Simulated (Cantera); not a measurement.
A closed system holds: 1 mol MgO, 0.24 mol H2, equilibrated at 188 Torr.

Equilibrium computed with Cantera from the NASA thermochemical tables; the gas is ideal and each condensed phase is pure. Candidate condensed phases: H2O, Mg, MgO, Mg(OH)2; 15 gas species. The tables' values for MgH are old estimates; treat these amounts as uncertain. Equilibrium is a limit: real reactors are often held back by kinetics, nucleation or transport.

log p: log10 of the partial pressure in bar; n: condensed amount in mol.

```
T (°C)  log p H2  log p Mg  log p H2O  log p H  log p OH  log p MgOH   log p MgO  n MgO(s)
------  --------  --------  ---------  -------  --------  ----------  ----------  --------
1625       -0.61     -3.05      -3.04    -3.41     -6.94       -5.90  (withheld)     0.999
1700       -0.61     -2.80      -2.80    -3.17     -6.38       -5.46  (withheld)     0.998
1775       -0.61     -2.57      -2.57    -2.96     -5.87       -5.06  (withheld)     0.997
1850       -0.62     -2.36      -2.36    -2.76     -5.40       -4.69  (withheld)     0.996
1925       -0.63     -2.17      -2.17    -2.57     -4.96       -4.35  (withheld)     0.993
2000       -0.65     -1.99      -1.99    -2.40     -4.55       -4.04  (withheld)     0.990
2075       -0.67     -1.83      -1.83    -2.24     -4.17       -3.75  (withheld)     0.984
2150       -0.70     -1.68      -1.68    -2.10     -3.81       -3.48  (withheld)     0.977
2225       -0.74     -1.55      -1.55    -1.97     -3.47       -3.24  (withheld)     0.968
2300       -0.79     -1.43      -1.44    -1.86     -3.16       -3.01  (withheld)     0.955
2375       -0.86     -1.33      -1.34    -1.76     -2.86       -2.82  (withheld)     0.939
2450       -0.95     -1.25      -1.27    -1.68     -2.58       -2.64  (withheld)     0.919
2525       -1.06     -1.17      -1.21    -1.62     -2.32       -2.49  (withheld)     0.894
```

**Question.** Fill in the missing entries.

**Answer.** 
- 1625, log p MgO: -8.60
- 1700, log p MgO: -7.92
- 1775, log p MgO: -7.28
- 1850, log p MgO: -6.70
- 1925, log p MgO: -6.15
- 2000, log p MgO: -5.64
- 2075, log p MgO: -5.16
- 2150, log p MgO: -4.71
- 2225, log p MgO: -4.29
- 2300, log p MgO: -3.90
- 2375, log p MgO: -3.53
- 2450, log p MgO: -3.18
- 2525, log p MgO: -2.85
